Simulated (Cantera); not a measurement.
Gas mixture: NO = 0.81 (molar parts), at 34.5 Torr, frozen composition.

Cantera's kinetic-theory transport with the Lennard-Jones parameters of GRI-Mech 3.0, ideal gas; thermal conductivity in the mixture-averaged form. The composition is frozen, though it would react at the higher temperatures.

One state of this run: ρ (kg/m³) = 0.0144; cp (J/kg/K) = 1153; μ (µPa s) = 47.0; λ (mW/m/K) = 76.7; Pr = 0.707; D (cm²/s) NO = -18200; D (cm²/s) CH₃ = 49.1; D (cm²/s) CH₄ = 48.9. D: mixture-averaged diffusion coefficient of that species in the mixture.

**Question.** Which value of T (K) does it belong to?
A) 1650
B) 1900
C) 650
D) 1150

**Answer.** D, 1150
